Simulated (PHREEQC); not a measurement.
1 kg of water holding 0.051 mol KCl, 0.033 mol Na2SO4, 0.008 mol NaCl, 0.42 mol Na2CO3 and 0.029 mol Na2B4O7 is evaporated at 20 °C; the solids stay in contact with the brine. CO2 is held at log p = -3.4 (atm). Solids allowed: Arcanite, Burkeite, Glaserite, Halite, Kalicinite, Mirabilite, Misenite, Nahcolite, Natron, Sylvite, Thenardite, Trona, Borax, Boric_acid,s, KB5O8:4H2O, K2B4O7:4H2O, NaBO2:4H2O, NaB5O8:5H2O, Teepleite. Others were left out.

Model: Pitzer model, pitzer.dat, run in PHREEQC.

Question: Predict ionic strength, Trona (mol) at water left (kg) = 0.3089, 0.1416, 0.04291.

Answer: 
| water left (kg) | ionic strength | Trona (mol) |
|---|---|---|
| 0.3089 | 4.61 | 0 |
| 0.1416 | 9.98 | 0.00507 |
| 0.04291 | 10.5 | 0.216 |
